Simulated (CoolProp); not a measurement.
Properties of R1132(E) along the isobar 401 kPa (Tc = 75.7 °C, pc = 5174 kPa, ω = 0.245).

The numbers come from the reference Helmholtz-energy equation of state, Akasaka 2024 in CoolProp.

| T (°C) | phase | Z | cp (kJ/(kg K)) | speed of sound (m/s) | expansivity (1/kK) | fugacity coefficient |
|---|---|---|---|---|---|---|
| 37.85 | gas | 0.9590 | 1.007 | 209.7 | ? | 0.9605 |
| 45.25 | gas | 0.9622 | 1.016 | 212.5 | 3.573 | 0.9635 |
| 52.65 | gas | 0.9652 | 1.024 | 215.2 | 3.457 | 0.9662 |
| 60.05 | gas | 0.9678 | 1.034 | 217.8 | 3.351 | 0.9687 |
| 67.45 | gas | 0.9702 | 1.043 | 220.4 | 3.252 | 0.9709 |
| 74.95 | gas | 0.9724 | 1.053 | 223.0 | 3.160 | 0.9730 |
| 82.35 | gas | 0.9743 | ? | 225.5 | ? | 0.9749 |
| 89.75 | gas | 0.9761 | 1.073 | 227.9 | 2.994 | 0.9766 |
| 97.15 | gas | 0.9778 | 1.083 | 230.3 | 2.919 | 0.9782 |
| 104.55 | gas | 0.9793 | 1.094 | 232.7 | 2.848 | 0.9796 |
| 112.05 | gas | 0.9807 | 1.104 | 235.1 | 2.780 | 0.9810 |
| 119.45 | gas | 0.9820 | 1.115 | 237.4 | 2.717 | 0.9822 |
| 126.85 | gas | 0.9832 | 1.126 | 239.6 | 2.657 | 0.9834 |

**Question.** Complete the blanks.

**Answer.** 
- 37.85, expansivity (1/kK): 3.699
- 82.35, cp (kJ/(kg K)): 1.063
- 82.35, expansivity (1/kK): 3.074
